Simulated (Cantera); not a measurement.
Mixture: CH₃OH : O₂ : N₂ = 1 : 1.25 : 7.38 (molar parts), equivalence ratio 1.2, at 101000 Pa, adiabatic and at constant volume. Ignition delay is the time to a rise of 400 K.

Cantera simulation using GRI-Mech 3.0 (53 species, 325 reactions); the numbers are that mechanism's predictions, not measurements. GRI-Mech 3.0 was tuned for natural gas; its chemistry of methanol as a main component is partial and can be far from experiment.

| quantity | before | after |
|---|---|---|
| delay at 1198 K | 10.2 ms | 10.5 ms |
| delay at 1298 K | 2.24 ms | 2.35 ms |
| delay at 1398 K | 0.637 ms | 0.688 ms |
| delay at 1498 K | 0.224 ms | 0.253 ms |
| delay at 1598 K | 93.9 µs | 0.111 ms |
| delay at 1698 K | 44.9 µs | 55.8 µs |
| apparent activation energy between 1498 and 1698 K | 170 kJ/mol | 160 kJ/mol |

Q: Which change was made?
A. pressure from 101000 Pa to 60000 Pa
B. constant pressure in place of constant volume
C. pressure from 101000 Pa to 76000 Pa
D. N2 7.38 to 13 parts

A: B, constant pressure in place of constant volume
